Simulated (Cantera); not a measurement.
**SiH2Cl2 + H2 (silicon epitaxy and polysilicon growth)**

Feed: 1 mol SiH2Cl2, 39 mol H2, held at 1125 K and 0.0100 bar.

These are equilibrium values from Cantera (NASA tables, ideal gas, pure condensed phases), not measurements of a reactor. Candidate condensed phases: Si; 19 gas species. The tables' values for SiCl3 are old estimates; treat these amounts as uncertain. Rates play no part.

The x(H2) is 0.961. The x(HCl) is 0.0337. The x(SiCl2) comes out as 0.00251 and the x(SiCl4) comes out as 0.00153. The x(SiHCl3) is 0.000756, the x(SiCl3) is 0.000558 and the x(SiH2Cl2) is 4.59e-5. The n(Si(s)) is 0.779 mol and the gas amount is 40.89 mol.
